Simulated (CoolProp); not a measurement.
Properties of C3F8 (R218) along the isotherm 97.95 °C.

Values from CoolProp's reference Helmholtz-energy equation of state, Lemmon 2006. It is a short technical equation, of lower accuracy than the large ones.

```
p (bar)          phase       Z  conductivity (mW/(m K))
-------  -------------  ------  -----------------------
0.632              gas  0.9939                     18.5
0.954              gas  0.9908                     18.5
1.44               gas  0.9861                     18.5
2.17               gas  0.9790                     18.5
3.28               gas       …                     18.6
4.94               gas  0.9510                     18.7
7.46               gas  0.9244                        …
11.2               gas  0.8825                     19.2
17                 gas  0.8108                     20.2
25.6               gas  0.6852                     23.1
38.6     supercritical  0.4516                        …
58.3     supercritical  0.3929                     36.1
87.9     supercritical  0.5073                     39.4
133      supercritical  0.6971                        …
200      supercritical  0.9721                     47.9
```

### Question
Complete the blanks.

### Answer

- 3.28, Z: 0.9679
- 7.46, conductivity (mW/(m K)): 18.8
- 38.6, conductivity (mW/(m K)): 32.1
- 133, conductivity (mW/(m K)): 43.2

Thermal conductivity comes from a separate model (Huber 2003), an estimate that may be off by 10 % or more.
